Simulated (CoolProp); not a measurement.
Properties of tetrahydrofuran at several states (Tc = 540.2 K, pc = 53.04 bar, ω = 0.234).

Values from CoolProp's reference Helmholtz-energy equation of state, Fiedler 2023.

| T (K) | p (bar) | phase | density (kg/m³) | cv (kJ/(kg K)) | speed of sound (m/s) | fugacity coefficient |
|---|---|---|---|---|---|---|
| 354.7 | 0.131 | gas | 0.3213 | 1.183 | 211.3 | 0.9969 |
| 309.6 | 0.768 | liquid | 869.3 | 1.234 | 1223 | 0.4505 |
| 440.2 | 0.172 | gas | 0.3396 | 1.523 | 233.3 | 0.9979 |
| 417.8 | 10.2 | liquid | 736.8 | 1.617 | 744.1 | 0.6670 |
| 360.6 | 211 | liquid | 836.0 | 1.419 | 1125 | 0.01619 |
